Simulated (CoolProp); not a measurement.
Vapour-liquid equilibrium of CHF3 (R23) (1) + R152A (2) at -35.45 °C; x and y are mole fractions of (1).

Computed with CoolProp (multi-fluid Helmholtz-energy mixture model, Penoncello 2003 and Outcalt 1996; pair parameters Bell 2016).

Q: Give the bubble pressure and the first vapour's composition at x = 0.15, 0.25, 0.65. Is there an azeotrope?

A: x = 0.15: 0.1557 MPa, y = 0.662; x = 0.25: 0.2252 MPa, y = 0.788; x = 0.65: 0.5334 MPa, y = 0.953. No azeotrope shows between x = 0.05 and 0.95.

Pair parameters are fitted to limited data, so mixtures are less certain than the pure fluids.
